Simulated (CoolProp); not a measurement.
Vapour-liquid equilibrium of R13 (1) + isobutane (2) at -86.75 °C; x and y are mole fractions of (1).

Computed with CoolProp (multi-fluid Helmholtz-energy mixture model, Platzer 1990 and Bücker 2006; pair parameters Bell 2016). This equation is an older, rougher fit; its heat capacities, sound speeds and derivatives of the liquid may be far off and weren't checked against measurements.

```json
[
 {"x": "0.05", "bubble pressure (kPa)": "9.972", "y at the bubble point": "0.874", "dew pressure at overall composition x (kPa)": "1.372", "liquid density (mol/L)": "11.68"},
 {"x": "0.15", "bubble pressure (kPa)": "23.84", "y at the bubble point": "0.952", "dew pressure at overall composition x (kPa)": "1.533", "liquid density (mol/L)": "11.95"},
 {"x": "0.25", "bubble pressure (kPa)": "33.98", "y at the bubble point": "0.969", "dew pressure at overall composition x (kPa)": "1.736", "liquid density (mol/L)": "12.23"},
 {"x": "0.35", "bubble pressure (kPa)": "41.47", "y at the bubble point": "0.976", "dew pressure at overall composition x (kPa)": "2.000", "liquid density (mol/L)": "12.52"},
 {"x": "0.45", "bubble pressure (kPa)": "47.23", "y at the bubble point": "0.981", "dew pressure at overall composition x (kPa)": "2.360", "liquid density (mol/L)": "12.82"},
 {"x": "0.55", "bubble pressure (kPa)": "52.00", "y at the bubble point": "0.984", "dew pressure at overall composition x (kPa)": "2.878", "liquid density (mol/L)": "13.14"},
 {"x": "0.65", "bubble pressure (kPa)": "56.38", "y at the bubble point": "0.987", "dew pressure at overall composition x (kPa)": "3.687", "liquid density (mol/L)": "13.46"},
 {"x": "0.75", "bubble pressure (kPa)": "60.88", "y at the bubble point": "0.990", "dew pressure at overall composition x (kPa)": "5.127", "liquid density (mol/L)": "13.81"},
 {"x": "0.85", "bubble pressure (kPa)": "65.94", "y at the bubble point": "0.993", "dew pressure at overall composition x (kPa)": "8.410", "liquid density (mol/L)": "14.17"},
 {"x": "0.95", "bubble pressure (kPa)": "71.96", "y at the bubble point": "0.997", "dew pressure at overall composition x (kPa)": "23.17", "liquid density (mol/L)": "14.55"}
]
```

No azeotrope shows between x = 0.05 and 0.95.

The pair parameters rest on a limited set of measurements; away from them the model extrapolates. With so large a gap from Raoult's law the liquid may split in two, which this calculation doesn't test in full.
